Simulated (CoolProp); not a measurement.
Vapour-liquid equilibrium of C3F8 (R218) (1) + R134a (2) at -36.75 °C; x and y are mole fractions of (1).

Model: multi-fluid Helmholtz-energy mixture model, Lemmon 2006 and Tillner-Roth 1994; pair parameters Bell 2016, in CoolProp.

```csv
x,bubble pressure (bar),y at the bubble point,dew pressure at overall composition x (bar),liquid density (mol/L)
0.05,?,0.258,0.6342,?
0.2,1.065,?,?,12.26
0.35,?,0.579,0.8753,11.29
0.5,?,0.619,1.059,10.48
0.65,1.212,0.659,1.211,?
0.8,1.195,0.728,1.154,9.204
0.95,1.092,?,1.050,8.715
```

Q: Complete the blanks.

A: 
- 0.05, bubble pressure (bar): 0.7861
- 0.05, liquid density (mol/L): 13.38
- 0.2, y at the bubble point: 0.504
- 0.2, dew pressure at overall composition x (bar): 0.7371
- 0.35, bubble pressure (bar): 1.162
- 0.5, bubble pressure (bar): 1.199
- 0.65, liquid density (mol/L): 9.786
- 0.95, y at the bubble point: 0.890

y crosses x between x = 0.65 and 0.8: the model has an azeotrope there.

The pair parameters rest on a limited set of measurements; away from them the model extrapolates. With so large a gap from Raoult's law the liquid may split in two, which this calculation doesn't test in full.
